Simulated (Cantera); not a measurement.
## Thermodynamics of iron carbonyl, mercury and lead vapours, feed PbO + N₂

A closed system holds: 1 mol PbO, 0.12 mol N₂, at 0.975 Torr.

Method: chemical equilibrium by Gibbs-energy minimisation in Cantera with the NASA 1993 tables (ideal gas, pure condensed phases). Candidate condensed phases: Pb, PbO, PbO₂, Pb₃O₄; 12 gas species. Gases not in the tables: (PbO)n polymers. Equilibrium is a limit: real reactors are often held back by kinetics, nucleation or transport.

From 1100 K to 1150 K the condensed part is PbO(yellow). From 1200 K to 1300 K the condensed part is PbO(l). From 1350 K to 1600 K nothing is condensed.

| T (K) | x N₂ | x PbO | x Pb | x O₂ | x NO | x O | x Pb₂ | x NO₂ | n PbO(yellow) | n PbO(l) |
|---|---|---|---|---|---|---|---|---|---|---|
| 1100 | 0.994 | 0.00476 | 0.000818 | 0.000407 | 4.20e-6 | 1.40e-9 | 8.76e-11 | 1.91e-10 | 0.999 | 0 |
| 1150 | 0.978 | 0.0175 | 0.00290 | 0.00145 | 1.21e-5 | 8.77e-9 | 8.27e-10 | 7.92e-10 | 0.997 | 0 |
| 1200 | 0.934 | 0.0525 | 0.00870 | 0.00434 | 3.06e-5 | 4.58e-8 | 5.71e-9 | 2.69e-9 | 0 | 0.992 |
| 1250 | 0.824 | 0.141 | 0.0235 | 0.0117 | 6.82e-5 | 2.08e-7 | 3.26e-8 | 7.82e-9 | 0 | 0.976 |
| 1300 | 0.565 | 0.347 | 0.0586 | 0.0292 | 0.000125 | 8.39e-7 | 1.62e-7 | 1.83e-8 | 0 | 0.914 |
| 1350 | 0.100 | 0.711 | 0.126 | 0.0630 | 0.000106 | 2.94e-6 | 6.08e-7 | 1.87e-8 | 0 | 0 |
| 1400 | 0.0986 | 0.665 | 0.158 | 0.0787 | 0.000157 | 7.36e-6 | 7.83e-7 | 2.58e-8 | 0 | 0 |
| 1450 | 0.0967 | 0.615 | 0.192 | 0.0959 | 0.000225 | 1.73e-5 | 9.70e-7 | 3.45e-8 | 0 | 0 |
| 1500 | 0.0947 | 0.562 | 0.228 | 0.114 | 0.000313 | 3.80e-5 | 1.16e-6 | 4.47e-8 | 0 | 0 |
| 1550 | 0.0927 | 0.508 | 0.266 | 0.133 | 0.000423 | 7.91e-5 | 1.34e-6 | 5.62e-8 | 0 | 0 |
| 1600 | 0.0906 | 0.455 | 0.303 | 0.151 | 0.000557 | 0.000156 | 1.49e-6 | 6.88e-8 | 0 | 0 |
x: gas mole fraction; n: condensed amount in mol.
